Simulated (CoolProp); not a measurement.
Vapour-liquid equilibrium of m-xylene (1) + n-decane (2) at 511 K; x and y are mole fractions of (1).

The numbers come from the multi-fluid Helmholtz-energy mixture model, Zhou 2012 and Lemmon 2006; pair parameters Bell 2016 in CoolProp.

```tsv
x	bubble pressure (MPa)	y at the bubble point	dew pressure at overall composition x (MPa)	liquid density (mol/L)
0.05	0.4248	0.087	0.4160	…
0.2	0.4846	0.306	0.4540	4.102
0.35	…	0.484	0.4981	4.373
0.5	…	0.632	0.5496	…
0.65	0.6630	0.760	0.6105	5.027
0.8	…	0.872	0.6838	5.424
0.95	0.7883	0.970	0.7743	5.881
```

Problem. Complete the blanks.

Solution. 
- 0.05, liquid density (mol/L): 3.862
- 0.35, bubble pressure (MPa): 0.5436
- 0.5, bubble pressure (MPa): 0.6028
- 0.5, liquid density (mol/L): 4.679
- 0.8, bubble pressure (MPa): 0.7248

No azeotrope shows between x = 0.05 and 0.95.

Pair parameters are fitted to limited data, so mixtures are less certain than the pure fluids.
